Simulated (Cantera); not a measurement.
Input (Python, Cantera):

```python
import numpy as np
import cantera as ct

gas = ct.Solution("gri30.yaml")
gas.TPX = 1300, 190000, {'CH4': 0.0039, 'O2': 0.0056, 'N2': 1}
reactor = ct.IdealGasConstPressureReactor(gas, energy="off", clone=False)
net = ct.ReactorNet([reactor])
net.rtol, net.atol = 1e-08, 1e-18
show = ['CH4', 'O2', 'CH2O', 'NO2', 'NO', 'C2H6', 'C2H2']
times = np.geomspace(3e-05, 40, 11)

steps = ct.SolutionArray(gas, extra=["t"])
rows = []
print(f"{'t/s':>10s}{'T/K':>9s}{'P/Pa':>11s}" + "".join(f"{s:>11s}" for s in show))
for t in times:
    while net.time < t:
        t_next = net.step()
        steps.append(gas.state, t=t_next)
    rows.append([np.interp(t, steps.t, y) for y in (steps.T, steps.P, *steps(*show).X.T)])
    print(f"{t:10.3e}{rows[-1][0]:9.1f}{rows[-1][1]:11.4g}" + "".join(f"{x:11.3e}" for x in rows[-1][2:]))
rate = np.gradient(steps.T, steps.t)
print("integrator steps:", len(steps.t))
if steps.T.max() > steps.T[0] + 200:
    print(f"time of steepest temperature rise: {steps.t[rate.argmax()]:.4e} s")
gas.TPX = 1300, 190000, {'CH4': 0.0039, 'O2': 0.0056, 'N2': 1}
gas.equilibrate("TP")
print(f"equilibrium (TP): T = {gas.T:.1f} K  " + "  ".join(f"{s} {gas[s].X[0]:.3e}" for s in show))
```

Output:

```
       t/s      T/K       P/Pa        CH4         O2       CH2O        NO2         NO       C2H6       C2H2
 3.000e-05   1300.0    1.9e+05  3.863e-03  5.547e-03  1.741e-12  3.273e-26  2.684e-19  9.690e-16  4.606e-23
 1.229e-04   1300.0    1.9e+05  3.863e-03  5.547e-03  3.658e-11  6.007e-24  2.618e-18  1.015e-13  2.802e-20
 5.036e-04   1300.0    1.9e+05  3.863e-03  5.547e-03  6.973e-10  5.314e-22  1.456e-17  8.568e-12  1.086e-17
 2.063e-03   1300.0    1.9e+05  3.863e-03  5.547e-03  1.398e-08  3.918e-20  9.567e-17  7.866e-10  4.213e-15
 8.455e-03   1300.0    1.9e+05  3.862e-03  5.547e-03  2.830e-07  1.974e-18  9.469e-16  7.316e-08  1.967e-12
 3.464e-02   1300.0    1.9e+05  3.855e-03  5.543e-03  2.995e-06  8.825e-17  9.180e-15  1.650e-06  3.798e-10
 1.419e-01   1300.0    1.9e+05  3.792e-03  5.509e-03  1.788e-05  7.693e-15  1.200e-13  1.625e-05  4.913e-08
 5.815e-01   1300.0    1.9e+05  3.949e-05  8.526e-05  1.358e-07  3.163e-11  1.295e-07  2.879e-07  6.472e-06
 2.383e+00   1300.0    1.9e+05  2.973e-05  1.833e-06  1.311e-09  3.497e-12  1.108e-07  4.227e-09  7.786e-06
 9.763e+00   1300.0    1.9e+05  2.975e-05  1.701e-07  3.775e-10  3.098e-13  9.654e-08  7.129e-10  7.680e-06
 4.000e+01   1300.0    1.9e+05  2.979e-05  2.266e-10  2.661e-10  6.177e-16  6.313e-08  4.841e-10  7.469e-06
integrator steps: 2354
equilibrium (TP): T = 1300.0 K  CH4 1.462e-12  O2 1.639e-14  CH2O 4.083e-12  NO2 5.185e-19  NO 1.245e-10  C2H6 1.142e-24  C2H2 3.399e-19
```

Model: GRI-Mech 3.0 (53 species, 325 reactions), integrated in Cantera.
